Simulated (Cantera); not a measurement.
Charge: 1 mol trisilylamine, 87 mol N2, held at 1048 K and 75.0 Torr.

Cantera equilibrium calculation (NASA polynomials, part measured and part estimated; ideal gas, pure solids and liquids). Candidate condensed phases: Si, Si3N4; 18 gas species. The feed counts by its element totals alone. The numbers say what is thermodynamically allowed, not how fast it happens.

Base state: N2 0.950, H2 0.0500 (mole fractions); condensed: Si3N4(s).

### Question
What changes in the equilibrium state with this change: temperature from 1048 K to 2098 K?

### Answer
| species | before | after |
|---|---|---|
| N2 | 0.950 | 0.949 |
| H2 | 0.0500 | 0.0477 |
| H | 5.46e-9 | 0.00213 |
| Si | <1e-9 | 0.00131 |
| Si2N | <1e-9 | 0.000101 |
| SiN | <1e-9 | 8.38e-5 |
| SiH | <1e-9 | 4.91e-5 |
| Si3N4(s), mol | 1.00 | 0 |
| Si(l), mol | 0 | 2.84 |
The tables' values for SiN are old estimates; treat these amounts as uncertain.
